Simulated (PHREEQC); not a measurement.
Solution (80 °C): 0.059 mol CuCl2 and 0.234 mol Na2SO4 per kg of water. Closed to the air; pH follows from the charge balance.

Model: ion-association model, phreeqc.dat, run in PHREEQC.

Q: The ionic strength comes out as 0.625 mol/kgw. What activity coefficients do SO4-2, Cl-, Cu2(OH)2+2, H+, HSO4- get?

A: SO4-2 0.16, Cl- 0.61, Cu2(OH)2+2 0.26, H+ 0.74, HSO4- 0.72.

Precipitation was switched off in this run. Species that the database lacks are ignored. Constants without temperature data keep their 25 °C values here.
